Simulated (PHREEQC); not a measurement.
Solution (25 °C): 0.03 mol H2SO4, 0.0031 mol Al(NO3)3 and 3.1e-05 mol H3BO3 per kg of water. Closed to the air; pH follows from the charge balance.

The numbers come from PHREEQC with the ion-association model, wateq4f.dat.

Precipitation was switched off in this run.

Task: Estimate the pH, ionic strength.

Result: pH 1.45; ionic strength 0.0574 mol/kgw.

Task: In which forms is S present?

Result: HSO4- 59 %, SO4-2 31 %, AlSO4+ 7.3 %, Al(SO4)2- 1.9 % of the S.

Complexes and solids missing from the database can't appear.
